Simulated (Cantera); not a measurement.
A Cantera script and its output.

```python
import numpy as np
import cantera as ct

gas = ct.Solution("h2o2.yaml")
gas.TPX = 425, 13332, {'H2': 1, 'O2': 0.28, 'N2': 1.5}
flame = ct.FreeFlame(gas, width=0.16)
flame.set_refine_criteria(ratio=3, slope=0.08, curve=0.16)
flame.transport_model = "mixture-averaged"
flame.solve(loglevel=0, auto=True)
z, T = flame.grid, flame.T
thick = (T[-1] - T[0]) / np.gradient(T, z).max()
show = ['H2', 'O2', 'H2O', 'HO2', 'O', 'H2O2']
print(f"laminar burning velocity  {flame.velocity[0] * 100:.3f} cm/s")
print(f"burnt temperature         {T[-1]:.1f} K")
print(f"thermal thickness         {thick * 1e3:.4f} mm")
print(f"grid points               {len(z)}")
z0 = z[flame.heat_release_rate.argmax()]
print(f"{'z/mm':>9s}{'T/K':>9s}{'u/(m/s)':>9s}" + "".join(f"{s:>11s}" for s in show))
rows = []
for k in (-3, -2, -1.5, -1, -0.5, -0.25, 0, 0.25, 0.5, 1, 2, 4, 8):
    zz = z0 + k * thick
    rows.append([k * thick, np.interp(zz, z, T), np.interp(zz, z, flame.velocity),
                 *(np.interp(zz, z, flame.X[gas.species_index(s)]) for s in show)])
    print(f"{rows[-1][0] * 1e3:9.3f}{rows[-1][1]:9.1f}{rows[-1][2]:9.3f}" + "".join(f"{x:11.3e}" for x in rows[-1][3:]))
```

Result:

```
laminar burning velocity  305.219 cm/s
burnt temperature         1949.6 K
thermal thickness         5.8522 mm
grid points               142
     z/mm      T/K  u/(m/s)         H2         O2        H2O        HO2          O       H2O2
  -17.557    425.0    3.052  3.597e-01  1.007e-01  5.306e-16  2.097e-15  2.254e-17  2.508e-18
  -11.704    425.0    3.052  3.597e-01  1.007e-01  8.122e-13  4.884e-12  4.010e-14  4.922e-15
   -8.778    425.0    3.052  3.597e-01  1.007e-01  2.301e-11  1.588e-10  1.120e-12  1.691e-13
   -5.852    425.0    3.052  3.597e-01  1.007e-01  1.207e-08  7.635e-08  4.319e-10  1.453e-10
   -2.926    440.6    3.155  3.570e-01  1.006e-01  7.342e-04  7.448e-05  6.992e-06  3.820e-06
   -1.463    648.3    4.563  3.274e-01  9.439e-02  1.802e-02  3.274e-05  1.451e-04  3.910e-06
    0.000   1016.0    6.973  2.230e-01  5.846e-02  9.600e-02  1.066e-05  2.812e-03  1.847e-07
    1.463   1245.8    8.482  1.369e-01  9.653e-03  1.897e-01  1.660e-06  2.826e-03  1.456e-07
    2.926   1333.2    9.034  1.275e-01  1.857e-03  2.063e-01  2.965e-07  1.631e-03  1.156e-07
    5.852   1423.9    9.590  1.330e-01  1.037e-03  2.089e-01  1.488e-07  1.390e-03  1.111e-07
   11.704   1527.2   10.210  1.410e-01  7.955e-04  2.109e-01  1.030e-07  1.149e-03  9.032e-08
   23.409   1633.0   10.831  1.490e-01  5.331e-04  2.134e-01  6.506e-08  8.176e-04  5.809e-08
   46.817   1729.6   11.386  1.562e-01  3.064e-04  2.161e-01  3.768e-08  4.938e-04  3.167e-08
```

Cantera simulation using the H2/O2 subset of GRI-Mech 3.0, which has no nitrogen chemistry; the numbers are that mechanism's predictions, not measurements. Burning velocities carry a grid error of a few per cent, more on coarse grids.
